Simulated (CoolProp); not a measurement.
A single-stage vapour-compression cycle with the fluid: evaporating at 241.15 K (dew point), condensing at 270.15 K (bubble point), superheat 10 K, subcooling 8 K, compressor efficiency 0.85, no pressure losses. The same conditions are run with several fluids, on thermodynamics alone (safety and materials aside).

Computed with CoolProp (reference Helmholtz-energy equation of state of each fluid (R22: Kamei 1995; carbonyl sulfide: Lemmon 2006; R152A: Outcalt 1996; R13: Platzer 1990; chloromethane (R40): Thol 2014; R236FA: Pan 2012)). The equations of Platzer and Polt are older, rougher fits.

Question: Rank R22, carbonyl sulfide, R152A, R13, chloromethane (R40), R236FA by cooling COP, highest first.

Answer: R236FA (6.71), R152A (6.60), R22 (6.51), carbonyl sulfide (6.42), chloromethane (R40) (6.38), R13 (6.03)

| fluid | pressure ratio | discharge temperature (K) | refrigerating effect (kJ/kg) | volumetric capacity (kJ/m³) |
|---|---|---|---|---|
| R22 | 3.00 | 307.2 | 211 | 1370 |
| carbonyl sulfide | 2.71 | 318.9 | 277 | 1830 |
| R152A | 3.37 | 303.1 | 312 | 713 |
| R13 | 2.31 | 291.6 | 105 | 4810 |
| chloromethane (R40) | 3.30 | 333.5 | 411 | 717 |
| R236FA | 4.08 | 283.4 | 157 | 270 |
